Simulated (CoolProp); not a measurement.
Water at several states: density (kg/m³) from the reference equation and from simpler models built on Tc = 373.9 °C, pc = 22060 kPa, ω = 0.344; each cubic takes its own stable root.

Computed with CoolProp (reference Helmholtz-energy equation of state, Wagner 2002).

```json
[
 {"T (°C)": "216.05", "p (kPa)": "2580", "phase": "liquid", "reference": "845.6"},
 {"T (°C)": "244.25", "p (kPa)": "461", "phase": "gas", "reference": "1.964"},
 {"T (°C)": "565.85", "p (kPa)": "100000", "phase": "supercritical", "reference": "420.4"},
 {"T (°C)": "141.05", "p (kPa)": "849", "phase": "liquid", "reference": "925.5"},
 {"T (°C)": "120.65", "p (kPa)": "1470", "phase": "liquid", "reference": "943.2"},
 {"T (°C)": "43.55", "p (kPa)": "50.2", "phase": "liquid", "reference": "990.8"}
]
```

How far does each simpler model (van der Waals, Soave-Redlich-Kwong) lie from the reference over these 6 states: mean and median of the absolute difference, and the worst?


- van der Waals: mean 70.0 %, median 98.8 %, worst -100.0 % at 43.55 °C and 50.2 kPa
- Soave-Redlich-Kwong: mean 21.9 %, median 25.8 %, worst -28.0 % at 216.05 °C and 2580 kPa

At some of these states van der Waals gives the other phase, because its saturation line lies elsewhere.
